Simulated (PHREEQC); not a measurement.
Dissolve 0.0069 mol KOH and 0.00054 mol K3PO4 per kg of water at 72 °C. Closed to the air; pH follows from the charge balance.

All values are PHREEQC results (ion-association model, wateq4f.dat), not measurements.

Each row changes one thing in this solution. This is a speciation only: nothing precipitates in the calculation.

| case | pH | ionic strength (mol/kgw) |
|---|---|---|
| as made | 10.59 | 0.00912 |
| temperature from 72 to 10 °C | 12.34 | 0.00964 |
| K3PO4 replaced by KBr at the same molality | 10.57 | 0.00744 |
| diluted 100-fold with water | 8.64 | 9.05e-5 |
| KOH replaced by KNO3 at the same molality | 9.45 | 0.00905 |
| diluted 10-fold with water | 9.63 | 0.000906 |
| K3PO4 left out | 10.57 | 0.00690 |

H3PO4, which wateq4f.dat lacks, is added to it with the constant of phreeqc.dat. Constants without temperature data keep their 25 °C values here.
